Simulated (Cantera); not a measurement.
What does this Cantera script print?

```python
import numpy as np
import cantera as ct

gas = ct.Solution("gri30.yaml")


def delay(T, t_max=10):
    gas.TPX = T, 130000, {'CH4': 1, 'CO': 0.16, 'O2': 4.73, 'N2': 19.4}
    reactor = ct.IdealGasReactor(gas, clone=False)
    net = ct.ReactorNet([reactor])
    net.rtol, net.atol = 1e-8, 1e-16
    while net.time < t_max:
        t_old, T_old = net.time, reactor.T
        net.step()
        if reactor.T > T + 400:  # ignition: a rise of 400 K
            return t_old + (T + 400 - T_old) / (reactor.T - T_old) * (net.time - t_old)
    return np.nan


taus = []
for T in [1200, 1250, 1300, 1350, 1400, 1450]:
    taus.append(delay(T))
    print(f"T0 = {T:6g} K   tau = {taus[-1]:.4e} s")
```

It prints:

```
T0 =   1200 K   tau = 2.5510e-02 s
T0 =   1250 K   tau = 1.2667e-02 s
T0 =   1300 K   tau = 6.5658e-03 s
T0 =   1350 K   tau = 3.5552e-03 s
T0 =   1400 K   tau = 2.0134e-03 s
T0 =   1450 K   tau = 1.1937e-03 s
```

Model: GRI-Mech 3.0 (53 species, 325 reactions), integrated in Cantera.
